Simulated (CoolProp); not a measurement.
Vapour-liquid equilibrium of CH2F2 (R32) (1) + R125 (2) at 1.33 MPa; x and y are mole fractions of (1).

Values from CoolProp's multi-fluid Helmholtz-energy mixture model, Tillner-Roth 1997 and Lemmon 2005; pair parameters Lemmon 2004.

| x | bubble temperature, mixture model (K) | bubble temperature, Raoult's law (K) | y, mixture model | y, Raoult's law |
|---|---|---|---|---|
| 0.05 | 296.1 | 296.4 | 0.062 | 0.061 |
| 0.125 | 295.1 | 295.8 | 0.152 | 0.149 |
| 0.2 | 294.2 | 295.2 | 0.237 | 0.234 |
| 0.275 | 293.3 | 294.6 | 0.319 | 0.317 |
| 0.35 | 292.6 | 294.0 | 0.396 | 0.397 |
| 0.425 | 291.9 | 293.4 | 0.470 | 0.475 |
| 0.5 | 291.3 | 292.9 | 0.540 | 0.550 |
| 0.575 | 290.8 | 292.3 | 0.609 | 0.623 |
| 0.65 | 290.3 | 291.8 | 0.677 | 0.694 |
| 0.725 | 290.0 | 291.3 | 0.743 | 0.763 |
| 0.8 | 289.7 | 290.8 | 0.811 | 0.830 |
| 0.875 | 289.5 | 290.3 | 0.879 | 0.895 |
| 0.95 | 289.5 | 289.8 | 0.950 | 0.959 |

The largest gap from Raoult's law is -1.6 K in bubble temperature, at x = 0.5. No azeotrope shows between x = 0.05 and 0.95.

The pair parameters rest on a limited set of measurements; away from them the model extrapolates.
